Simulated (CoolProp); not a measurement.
Aqueous potassium carbonate as a coolant, 39 % by mass, freezing at -35.1 °C, 1 atm.

Computed with CoolProp (Melinder's fits for secondary coolants).

| T (°C) | viscosity (mPa s) | density (kg/m³) | conductivity (W/(m K)) | Prandtl number |
|---|---|---|---|---|
| -9.8 | 10.6 | 1417 | 0.510 | 55.8 |
| -6.3 | 9.23 | 1415 | 0.515 | 48.1 |
| -2.7 | 8.07 | 1414 | 0.521 | 41.7 |
| 0.8 | 7.14 | 1412 | 0.527 | 36.6 |
| 4.3 | 6.36 | 1411 | 0.532 | 32.3 |
| 7.9 | 5.69 | 1409 | 0.538 | 28.7 |
| 11.4 | 5.14 | 1407 | 0.544 | 25.7 |
| 15 | 4.66 | 1405 | 0.549 | 23.1 |
| 18.5 | 4.25 | 1403 | 0.555 | 20.9 |
| 22 | 3.90 | 1402 | 0.560 | 19.1 |
| 25.6 | 3.59 | 1400 | 0.566 | 17.4 |
| 29.1 | 3.32 | 1398 | 0.572 | 16.0 |
| 32.7 | 3.07 | 1396 | 0.577 | 14.7 |
| 36.2 | 2.86 | 1394 | 0.583 | 13.6 |
